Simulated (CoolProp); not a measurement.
Vapour-liquid equilibrium of methanol (1) + toluene (2) at 458.5 K; x and y are mole fractions of (1).

Computed with CoolProp (multi-fluid Helmholtz-energy mixture model, de Reuck 1993 and Lemmon 2006; pair parameters Bell 2016).

Problem. Give the bubble pressure and the first vapour's composition at x = 0.65, 0.8, 0.875. Is there an azeotrope?

Solution. x = 0.65: 2439 kPa, y = 0.806; x = 0.8: 2693 kPa, y = 0.879; x = 0.875: 2820 kPa, y = 0.921. No azeotrope shows between x = 0.05 and 0.95.

The pair parameters rest on a limited set of measurements; away from them the model extrapolates.
